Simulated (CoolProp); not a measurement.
Computed with CoolProp (reference Helmholtz-energy equation of state, Thol 2017).

Problem. Give the vapour pressure (MPa), vapour density (kg/m³), liquid cp (kJ/(kg K)), surface tension (mN/m) of saturated decamethyltetrasiloxane (MD2M) at 311.9, 355.2, 376.9 K.

Solution. 
```json
[
 {"T (K)": "311.9", "p (MPa)": "0.000148", "vapour density (kg/m³)": "0.0177", "liquid cp (kJ/(kg K))": "1.76", "surface tension (mN/m)": "16.2"},
 {"T (K)": "355.2", "p (MPa)": "0.00197", "vapour density (kg/m³)": "0.208", "liquid cp (kJ/(kg K))": "1.86", "surface tension (mN/m)": "12.9"},
 {"T (K)": "376.9", "p (MPa)": "0.00542", "vapour density (kg/m³)": "0.541", "liquid cp (kJ/(kg K))": "1.91", "surface tension (mN/m)": "11.3"}
]
```

Surface tension comes from a separate correlation (Mulero 2014), older than this fluid's equation and unchecked against measurements.
